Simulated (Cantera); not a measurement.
A closed system holds: 1 mol Fe, 0.082 mol SO2, 19 mol H2, 0.29 mol H2O, equilibrated at 1.00 bar.

Equilibrium computed with Cantera from the NASA thermochemical tables; the gas is ideal and each condensed phase is pure. Candidate condensed phases: Fe, FeO, Fe(OH)2, Fe(OH)3, FeS, FeSO4, FeS2, Fe2O3, Fe2(SO4)3, Fe3O4, H2O, H2SO4, S; 22 gas species. Mutual solubility and eutectic melting of coexisting phases are not modelled. FeS: taken at fixed stoichiometry. Rates play no part.

Question: Which condensed phases are stable at each of these points (T (°C)): 352, 452, 552, 652, 752, 852, 952, 1052, 1152, 1252, 1352, 1452, 1552?

Answer: 
```
T (°C)  condensed phases  Fe condensed (%)
------  ----------------  ----------------
352       Fe(α) + FeS(s)             100.0
452       Fe(α) + FeS(s)             100.0
552       Fe(α) + FeS(s)             100.0
652       Fe(α) + FeS(s)             100.0
752       Fe(α) + FeS(s)             100.0
852       Fe(α) + FeS(s)             100.0
952                Fe(γ)             100.0
1052               Fe(γ)             100.0
1152               Fe(γ)             100.0
1252               Fe(γ)             100.0
1352               Fe(γ)             100.0
1452               Fe(δ)             100.0
1552               Fe(l)              99.9
```

From 352 °C to 852 °C the condensed part is Fe(α) + FeS(s). From 952 °C to 1352 °C the condensed part is Fe(γ). At 1452 °C the condensed part is Fe(δ). At 1552 °C the condensed part is Fe(l).
